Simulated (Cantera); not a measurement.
**NO annealing gas**

An isothermal, constant-pressure homogeneous reactor starts with 84.7 % NO, 15.3 % N2, at 2048 K and 33.0 Torr.

Model: GRI-Mech 3.0 (53 species, 325 reactions), integrated in Cantera. Radical loss at walls, strong at low pressure, is not modelled.

| t (s) | x NO | x O2 | x N2O | x O | x N2 | x NO2 |
|---|---|---|---|---|---|---|
| 7.00e-6 | 0.847 | 8.95e-11 | 3.61e-7 | 3.61e-7 | 0.153 | 1.62e-10 |
| 2.13e-5 | 0.847 | 8.28e-10 | 1.10e-6 | 1.10e-6 | 0.153 | 1.49e-9 |
| 6.46e-5 | 0.847 | 7.66e-9 | 3.32e-6 | 3.34e-6 | 0.153 | 1.36e-8 |
| 0.000196 | 0.847 | 7.09e-8 | 9.98e-6 | 1.02e-5 | 0.153 | 1.21e-7 |
| 0.000597 | 0.847 | 6.63e-7 | 2.94e-5 | 3.11e-5 | 0.153 | 9.87e-7 |
| 0.00181 | 0.847 | 6.61e-6 | 8.17e-5 | 9.75e-5 | 0.153 | 6.56e-6 |
| 0.00551 | 0.847 | 7.77e-5 | 0.000189 | 0.000309 | 0.153 | 2.73e-5 |
| 0.0167 | 0.845 | 0.000801 | 0.000275 | 0.000663 | 0.154 | 5.20e-5 |
| 0.0508 | 0.838 | 0.00408 | 0.000270 | 0.000776 | 0.157 | 6.19e-5 |
| 0.154 | 0.817 | 0.0146 | 0.000247 | 0.000913 | 0.167 | 8.05e-5 |
| 0.469 | 0.748 | 0.0486 | 0.000191 | 0.00125 | 0.202 | 0.000119 |
| 1.43 | 0.541 | 0.151 | 8.62e-5 | 0.00191 | 0.305 | 0.000150 |
| 4.33 | 0.177 | 0.333 | 7.99e-6 | 0.00268 | 0.487 | 7.41e-5 |
| 13.2 | 0.0243 | 0.409 | 2.19e-7 | 0.00295 | 0.563 | 1.13e-5 |
| 40.0 | 0.0107 | 0.416 | 1.06e-7 | 0.00297 | 0.570 | 5.02e-6 |
x: mole fraction; the columns are a selection and need not sum to one.

Equilibrium at this temperature and pressure: NO 0.0105, O2 0.416, N2O 1.05e-7, O 0.00297, N2 0.570, NO2 4.93e-6 (gas phase only).
